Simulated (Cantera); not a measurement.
A closed system holds: 1 mol SiH4, 61 mol H2, equilibrated at 2475 K and 308 Torr.

Method: chemical equilibrium by Gibbs-energy minimisation in Cantera with the NASA 1993 tables (ideal gas, pure condensed phases). Candidate condensed phases: Si; 9 gas species. Gases not in the tables: Si2H6 and higher silanes. Kinetics and transport are ignored.

Base state: H2 0.953, H 0.0343, Si 0.00959, SiH 0.00165, SiH2 0.000890, Si2 0.000247, Si3 4.30e-5 (mole fractions); condensed: Si(l).

Task: What changes in the equilibrium state with this change: pressure from 308 Torr to 4.95 Torr?

Result: 
```csv
species,before,after
H2,0.953,0.747
H,0.0343,0.239
Si,0.00959,0.0135
Si3,4.30e-5,3.09e-8
SiH2,0.000890,1.58e-5
Si2,0.000247,7.83e-6
SiH,0.00165,0.000260
"Si(l), mol",0.174,0
```

Task: What changes in the equilibrium state with this change: pressure from 308 Torr to 2.25 Torr?

Result: 
| species | before | after |
|---|---|---|
| H2 | 0.953 | 0.655 |
| H | 0.0343 | 0.332 |
| Si | 0.00959 | 0.0129 |
| Si3 | 4.30e-5 | 5.56e-9 |
| SiH2 | 0.000890 | 6.00e-6 |
| Si2 | 0.000247 | 3.25e-6 |
| SiH | 0.00165 | 0.000156 |
| Si(l), mol | 0.174 | 0 |
